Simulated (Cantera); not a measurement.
A closed system holds: 1 mol MgCl₂, 1.2 mol HCl, 31 mol N₂, equilibrated at 0.620 Pa.

Cantera equilibrium calculation (NASA polynomials, part measured and part estimated; ideal gas, pure solids and liquids). Candidate condensed phases: Mg, MgCl₂, NH₄Cl; 18 gas species. Rates play no part.

x: gas mole fraction; n: condensed amount in mol.

| T (K) | x N₂ | x HCl | x MgCl₂ | x Cl | x H₂ | n MgCl₂(s) |
|---|---|---|---|---|---|---|
| 798 | 0.940 | 0.0364 | 0.0235 | ___ | 7.53e-8 | 0.226 |
| 848 | 0.934 | 0.0361 | 0.0301 | ___ | 2.70e-7 | 0 |
| 898 | 0.934 | 0.0361 | 0.0301 | ___ | 8.47e-7 | 0 |
| 948 | 0.934 | 0.0361 | 0.0301 | ___ | 2.36e-6 | 0 |
| 998 | 0.934 | 0.0361 | 0.0301 | ___ | 5.96e-6 | 0 |
| 1048 | 0.934 | 0.0361 | 0.0301 | ___ | 1.38e-5 | 0 |
| 1098 | 0.934 | 0.0361 | 0.0301 | ___ | 2.95e-5 | 0 |
| 1148 | 0.934 | 0.0360 | 0.0301 | ___ | 5.92e-5 | 0 |
| 1198 | 0.934 | 0.0359 | 0.0301 | ___ | 0.000112 | 0 |
| 1248 | 0.934 | 0.0357 | 0.0301 | ___ | 0.000200 | 0 |
| 1298 | 0.933 | 0.0354 | 0.0301 | ___ | 0.000341 | 0 |
| 1348 | 0.933 | 0.0350 | 0.0301 | ___ | 0.000548 | 0 |
| 1398 | 0.933 | 0.0344 | 0.0300 | ___ | 0.000824 | 0 |
| 1448 | 0.932 | 0.0337 | 0.0297 | ___ | 0.00112 | 0 |

Problem. Complete the blanks.

Solution. 
- 798, x Cl: 1.47e-7
- 848, x Cl: 5.35e-7
- 898, x Cl: 1.69e-6
- 948, x Cl: 4.72e-6
- 998, x Cl: 1.19e-5
- 1048, x Cl: 2.76e-5
- 1098, x Cl: 5.91e-5
- 1148, x Cl: 0.000119
- 1198, x Cl: 0.000225
- 1248, x Cl: 0.000405
- 1298, x Cl: 0.000697
- 1348, x Cl: 0.00116
- 1398, x Cl: 0.00188
- 1448, x Cl: 0.00303
